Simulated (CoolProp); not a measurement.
Saturated liquid density (kg/m³) of propyne: the reference equation beside estimates from Tc = 402.7 K, pc = 56.58 bar, ω = 0.204. Rackett uses Z = 0.29056 − 0.08775 ω.

Model: reference Helmholtz-energy equation of state, Polt 1992, in CoolProp. This equation is an older, rougher fit; its heat capacities, sound speeds and derivatives of the liquid may be far off and weren't checked against measurements.

```csv
T (K),reference,Rackett,Redlich-Kwong,Soave-Redlich-Kwong,Peng-Robinson
321.5,572.2,565.0,494.2,513.2,582.4
326.6,563.2,556.6,484.5,503.5,571.4
331.7,[?],547.8,474.4,493.3,559.9
336.7,544.5,538.9,464.1,482.9,548.0
341.8,534.6,529.5,[?],471.8,535.3
346.9,524.2,[?],441.8,460.1,521.9
351.9,513.6,509.7,430.2,448.1,508.1
357,502.2,498.9,417.7,435.1,493.0
362.1,490.2,487.4,404.5,421.3,477.0
```

### Question
Fill in the missing entries.

### Answer

- 331.7, reference: 553.9
- 341.8, Redlich-Kwong: 453.2
- 346.9, Rackett: 519.7

Absolute difference from the reference over all 9 rows, mean and median: Rackett 0.9 and 1.0 %, Redlich-Kwong 15.4 and 15.2 %, Soave-Redlich-Kwong 11.9 and 11.7 %, Peng-Robinson 1.2 and 1.1 %.
